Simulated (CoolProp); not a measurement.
Saturation properties of fluoroethane (R161).

Values from CoolProp's reference Helmholtz-energy equation of state, Wu 2012.

```
T (K)  p (MPa)  liquid density (kg/m³)  vapour density (kg/m³)  enthalpy of vaporisation (kJ/kg)  liquid cp (kJ/(kg K))  surface tension (mN/m)
-----  -------  ----------------------  ----------------------  --------------------------------  ---------------------  ----------------------
271.8   0.4177                   761.4                   9.810                             380.9                  2.120                    12.9
277.6   0.5045                   751.2                   11.78                             372.6                  2.154                    12.1
283.5   0.6062                   740.3                   14.09                             363.8                  2.191                    11.3
289.3   0.7204                   729.2                   16.71                             354.7                  2.230                    10.5
295.2   0.8522                   717.3                   19.77                             345.0                  2.272                    9.68
301.1    1.001                   704.7                   23.28                             334.7                  2.318                    8.89
306.9    1.166                   691.7                   27.24                             324.1                  2.368                    8.12
312.8    1.352                   677.6                   31.86                             312.6                  2.423                    7.35
318.6    1.556                   662.9                   37.07                             300.6                  2.484                    6.60
324.5    1.787                   647.0                   43.18                             287.6                  2.556                    5.84
```

It boils at 235.6 K under 1 atm.

Surface tension comes from a separate correlation (Mulero 2012).
